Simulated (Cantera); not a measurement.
A perfectly stirred reactor is fed with 26.3 % CH4, 73.7 % H2O, at 500000 Pa; it is held at 1500 K, and followed from long to short residence time.

Cantera simulation using GRI-Mech 3.0 (53 species, 325 reactions); the numbers are that mechanism's predictions, not measurements.

Problem. Predict: x(CH4) at τ = 29.0 s; x(H2O) at τ = 29.0 s; x(CH3) at τ = 29.0 s; x(CH2O) at τ = 29.0 s; x(CH2CO) at τ = 29.0 s; x(CH4) at τ = 0.450 s; x(H2O) at τ = 0.450 s; x(CH3) at τ = 0.450 s; x(CH2O) at τ = 0.450 s; x(CH2CO) at τ = 0.450 s.

Solution. 
```
Property                  Result
-----------------------  -------
x(CH4) at τ = 29.0 s      0.0714
x(H2O) at τ = 29.0 s       0.411
x(CH3) at τ = 29.0 s     1.81e-5
x(CH2O) at τ = 29.0 s    3.90e-7
x(CH2CO) at τ = 29.0 s   1.71e-6
x(CH4) at τ = 0.450 s      0.129
x(H2O) at τ = 0.450 s      0.625
x(CH3) at τ = 0.450 s    4.07e-5
x(CH2O) at τ = 0.450 s   2.56e-6
x(CH2CO) at τ = 0.450 s  2.34e-5
```
